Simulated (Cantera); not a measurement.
A jet of 2.78 % H2, 9.24 % O2, 88.0 % N2, equivalence ratio 0.15 at 300 K and 10000 Pa hits a platinum plate 4.2 cm away at a mass flux of 0.056 kg/m²/s; the plate temperature is set and raised in steps from an oxygen-covered start.

Cantera simulation using Deutschmann's 1995 Pt surface mechanism with GRI-Mech 3.0 gas chemistry; the numbers are that mechanism's predictions, not measurements. Catalytic surfaces can have several steady states; this one follows from the mechanism file's or the stated starting coverage.

One state of this run: wall x H2 = 0.00229; wall x O2 = 0.0652; wall x H2O = 0.0491; wall x OH = <1e-8; θ free Pt = 0.0689; θ O* = 0.928; θ OH* = 0.00350. x: mole fraction at the wall; θ: surface coverage.

Question: Which value of plate T (K) does it belong to?
A) 750
B) 700
C) 850
D) 800

Answer: B, 700
